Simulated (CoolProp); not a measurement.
Computed with CoolProp (reference Helmholtz-energy equation of state, Thol 2018).

### Question
For hydrogen chloride, give the phase and the cp (kJ/(kg K)) at 256.5 K and 0.101 MPa; 317.2 K and 0.101 MPa; 468.8 K and 0.101 MPa.

### Answer
- 256.5 K and 0.101 MPa: gas; cp 0.819
- 317.2 K and 0.101 MPa: gas; cp 0.807
- 468.8 K and 0.101 MPa: gas; cp 0.804
